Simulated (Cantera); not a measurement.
Input: 1 mol Al, 8.6 mol N2O, 1.1 mol H2, at 1598.15 K and 10.0 mbar.

Method: chemical equilibrium by Gibbs-energy minimisation in Cantera with the NASA 1993 tables (ideal gas, pure condensed phases). Candidate condensed phases: Al, AlN, Al2O3, H2O; 35 gas species. Kinetics and transport are ignored.

Base state: N2 0.676, O2 0.235, H2O 0.0863, NO 0.00188, OH 0.000527, O 6.88e-5, H2 1.16e-5 (mole fractions); condensed: Al2O3(s).

**Question.** What changes in the equilibrium state with this change: temperature from 1598.15 K to 1475 K?

**Answer.** 
```
species          before     after
-------------  --------  --------
N2                0.676     0.677
O2                0.235     0.236
H2O              0.0863    0.0865
NO              0.00188   0.00106
O               6.88e-5   1.39e-5
H2              1.16e-5   2.40e-6
OH             0.000527  0.000190
Al2O3(s), mol     0.500     0.500
```
